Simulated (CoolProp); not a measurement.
500 sccm (0 °C, 1 atm) of nitrogen bubbles through liquid octamethyltrisiloxane (MDM) at 365.5 K and leaves saturated at a total pressure of 0.15 MPa (ideal gas phase). Each further row changes one setting.

Model: reference Helmholtz-energy equation of state, Thol 2017, in CoolProp.

```csv
case,vapour pressure (kPa),mole fraction of vapour,delivery (mg/min),delivery (sccm),change of delivery for a bath 1 K warmer (%)
as stated,15.0,0.0997,585,55.4,4.4
bath temperature 370.5 K,18.1,0.121,724,68.6,4.3
total pressure 0.3 MPa,15.0,0.0499,277,26.2,4.1
```
